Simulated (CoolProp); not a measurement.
Vapour pressure (MPa) of sulfur hexafluoride: the reference equation beside estimates from Tc = 318.7 K, pc = 3.755 MPa, ω = 0.210.

Values from CoolProp's reference Helmholtz-energy equation of state, Guder 2009.

| T (K) | reference | Lee-Kesler | van der Waals | Soave-Redlich-Kwong |
|---|---|---|---|---|
| 254.5 | 0.7199 | 0.7310 | 1.427 | 0.7347 |
| 262.4 | ___ | 0.9310 | 1.642 | 0.9380 |
| 270.2 | 1.153 | 1.165 | 1.872 | 1.176 |
| 278.1 | 1.432 | 1.443 | 2.125 | 1.460 |
| 286 | ___ | ___ | 2.399 | 1.791 |
| 293.9 | ___ | 2.145 | 2.693 | 2.173 |
| 301.7 | 2.567 | ___ | ___ | 2.605 |
| 309.6 | 3.071 | 3.078 | 3.340 | ___ |

Problem. Some entries are withheld; supply them.

Solution. 
- 262.4, reference: 0.9189
- 286, reference: 1.758
- 286, Lee-Kesler: 1.768
- 293.9, reference: 2.136
- 301.7, Lee-Kesler: 2.576
- 301.7, van der Waals: 3.004
- 309.6, Soave-Redlich-Kwong: 3.101

Absolute difference from the reference over all 8 rows, mean and median: Lee-Kesler 0.8 and 0.7 %, van der Waals 47.0 and 42.4 %, Soave-Redlich-Kwong 1.8 and 1.9 %.
